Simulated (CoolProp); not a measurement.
Vapour-liquid equilibrium of dimethyl carbonate (1) + n-octane (2) at 235.35 °C; x and y are mole fractions of (1).

Values from CoolProp's multi-fluid Helmholtz-energy mixture model, Zhou 2011 and Beckmüller 2019; pair parameters Bell 2016.

Question: Give the bubble pressure and the first vapour's composition at x = 0.2, 0.275, 0.35. Is there an azeotrope?

Answer: x = 0.2: 1.539 MPa, y = 0.375; x = 0.275: 1.699 MPa, y = 0.457; x = 0.35: 1.842 MPa, y = 0.523. y crosses x between x = 0.875 and 0.95: the model has an azeotrope there.

The pair parameters rest on a limited set of measurements; away from them the model extrapolates.
